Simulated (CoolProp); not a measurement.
Vapour-liquid equilibrium of R22 (1) + R123 (2) at 467 kPa; x and y are mole fractions of (1).

The numbers come from the multi-fluid Helmholtz-energy mixture model, Kamei 1995 and Younglove 1994; pair parameters Bell 2016 in CoolProp.

Task: Give the bubble temperature and the first vapour's composition at x = 0.05, 0.35, 0.8. Is there an azeotrope?

Result: x = 0.05: 342.4 K, y = 0.226; x = 0.35: 303.4 K, y = 0.826; x = 0.8: 277.9 K, y = 0.977. No azeotrope shows between x = 0.05 and 0.95.

Pair parameters are fitted to limited data, so mixtures are less certain than the pure fluids.
